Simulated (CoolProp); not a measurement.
Vapour-liquid equilibrium of m-xylene (1) + n-undecane (2) at 446.4 K; x and y are mole fractions of (1).

Values from CoolProp's multi-fluid Helmholtz-energy mixture model, Zhou 2012 and Aleksandrov 2011; pair parameters Bell 2016.

```
x      bubble pressure, mixture model (kPa)  bubble pressure, Raoult's law (kPa)  y, mixture model  y, Raoult's law
-----  ------------------------------------  -----------------------------------  ----------------  ---------------
0.05                                  64.36                                65.22             0.163            0.179
0.125                                 76.45                                78.53             0.345            0.372
0.2                                   88.68                                91.85             0.479            0.509
0.275                                 101.1                                105.2             0.582            0.612
0.35                                  113.7                                118.5             0.665            0.691
0.425                                 126.6                                131.8             0.732            0.754
0.5                                   139.8                                145.1             0.788            0.806
0.575                                 153.3                                158.4             0.835            0.849
0.65                                  167.1                                171.8             0.875            0.885
0.725                                 181.1                                185.1             0.910            0.916
0.8                                   195.3                                198.4             0.939            0.943
0.875                                 209.8                                211.7             0.965            0.967
0.95                                  224.3                                225.0             0.987            0.987
```

The largest gap from Raoult's law is -4.1 % in bubble pressure, at x = 0.35. No azeotrope shows between x = 0.05 and 0.95.

Pair parameters are fitted to limited data, so mixtures are less certain than the pure fluids.
